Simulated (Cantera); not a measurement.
A closed system holds: 1 mol CH3Cl, 7.2 mol H2, held at 7.50 Torr.

Equilibrium computed with Cantera from the NASA thermochemical tables; the gas is ideal and each condensed phase is pure. Candidate condensed phases: C, C6H6, C7H8, C8H18; 91 gas species. Equilibrium is a limit: real reactors are often held back by kinetics, nucleation or transport.

**Question.** What share of the C ends up in condensed phases as a function of T (K), at 848, 1048, 1248, 1448, 1648, 1848, 2048, 2248, 2448, 2648, 2848, 3048, 3248?

**Answer.** 
```tsv
T (K)	C condensed (%)	as
848	95.4	C(graphite)
1048	99.6	C(graphite)
1248	99.9	C(graphite)
1448	100.0	C(graphite)
1648	99.9	C(graphite)
1848	99.6	C(graphite)
2048	98.3	C(graphite)
2248	94.7	C(graphite)
2448	86.9	C(graphite)
2648	71.9	C(graphite)
2848	29.3	C(graphite)
3048	0.0	-
3248	0.0	-
```
